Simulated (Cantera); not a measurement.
## Moist CO burnout

An isothermal, constant-pressure homogeneous reactor starts with 0.285 % CO, 0.533 % O2, 7.35 % H2O, 91.8 % N2, at 1523 K and 1000000 Pa.

Computed with Cantera and GRI-Mech 3.0 (53 species, 325 reactions).

```
t (s)        x CO     x O2   x H2O      x O     x NO
--------  -------  -------  ------  -------  -------
9.00e-5   0.00284  0.00533  0.0735  5.48e-8   <1e-12
0.000368  0.00131  0.00465  0.0731  1.58e-5  1.09e-8
0.00150   5.40e-5  0.00393  0.0735  1.46e-6  4.25e-8
0.00614   8.93e-7  0.00390  0.0736  1.85e-7  4.73e-8
0.0251    1.00e-7  0.00390  0.0736  1.10e-7  4.85e-8
0.103     9.98e-8  0.00390  0.0736  1.10e-7  5.15e-8
0.419     9.98e-8  0.00390  0.0736  1.10e-7  6.38e-8
1.71      9.98e-8  0.00390  0.0736  1.10e-7  1.14e-7
7.00      9.98e-8  0.00390  0.0736  1.10e-7  3.20e-7
```
x: mole fraction; the columns are a selection and need not sum to one.

Equilibrium at this temperature and pressure: CO 1.01e-7, O2 0.00380, H2O 0.0736, O 1.08e-7, NO 0.000200 (gas phase only).
